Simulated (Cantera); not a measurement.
A closed system holds: 1 mol PbO, 0.48 mol C, 0.35 mol H₂, held at 2000 K.

These are equilibrium values from Cantera (NASA tables, ideal gas, pure condensed phases), not measurements of a reactor. Candidate condensed phases: C, C₆H₆, C₇H₈, C₈H₁₈, H₂O, Pb, PbO, PbO₂, Pb₃O₄; 113 gas species. Gases not in the tables: (PbO)n polymers. Kinetics and transport are ignored.

Problem. At 1000000 Pa, list the 6 most abundant gas species with their mole fractions, and the condensed phases.

Solution. H₂O 0.311, CO 0.270, CO₂ 0.256, Pb 0.0891, H₂ 0.0716, PbO 0.00176. Condensed: Pb(l).
